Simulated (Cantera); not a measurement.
A freely propagating, adiabatic, planar premixed flame of 12.3 % CH3OH, 18.4 % O2, 69.3 % N2, equivalence ratio 1.0, unburnt at 675 K and 10.0 bar; multicomponent transport, grid criteria slope 0.08 and curve 0.16, no radiation.

Cantera simulation using GRI-Mech 3.0 (53 species, 325 reactions); the numbers are that mechanism's predictions, not measurements. GRI-Mech 3.0 was tuned for natural gas; its chemistry of methanol as a main component is partial and can be far from experiment. Burning velocities carry a grid error of a few per cent, more on coarse grids.

x: mole fraction of selected species; z is measured from the peak of heat release.

```
z (mm)   T (K)  u (m/s)  x CH3OH     x O2  x C2H2     x NO  x C2H    x CH3
-------  -----  -------  -------  -------  ------  -------  -----  -------
-0.122     675    0.990    0.123    0.184   <1e-8    <1e-8  <1e-8    <1e-8
-0.0814    678    0.997    0.122    0.183   <1e-8    <1e-8  <1e-8    <1e-8
-0.0610    689     1.02    0.121    0.181   <1e-8    <1e-8  <1e-8    <1e-8
-0.0407    749     1.12    0.117    0.175   <1e-8  5.74e-8  <1e-8    <1e-8
-0.0203   1054     1.62   0.0900    0.145     [?]  5.92e-7  <1e-8  9.87e-8
-0.0102   1408     2.22   0.0499    0.109     [?]  2.06e-6  <1e-8  4.30e-6
0         1824     2.95  0.00534   0.0658     [?]  5.64e-6  <1e-8  7.38e-5
0.0102    2023     3.27  1.83e-5   0.0398     [?]  1.01e-5  <1e-8  1.21e-5
0.0203    2130     3.42  5.80e-8   0.0279   <1e-8  1.50e-5  <1e-8  7.21e-7
0.0407    2252     3.59    <1e-8   0.0192   <1e-8  2.37e-5  <1e-8    <1e-8
0.0814    2357     3.73    <1e-8   0.0136   <1e-8  3.72e-5  <1e-8    <1e-8
0.163     2426     3.82    <1e-8  0.00994   <1e-8  5.73e-5  <1e-8    <1e-8
0.326     2460     3.87    <1e-8  0.00801   <1e-8  8.83e-5  <1e-8    <1e-8
```

Task: Complete the blanks.

Result: 
- -0.0203, x C2H2: 3.73e-8
- -0.0102, x C2H2: 9.11e-8
- 0, x C2H2: 1.81e-7
- 0.0102, x C2H2: 6.19e-8
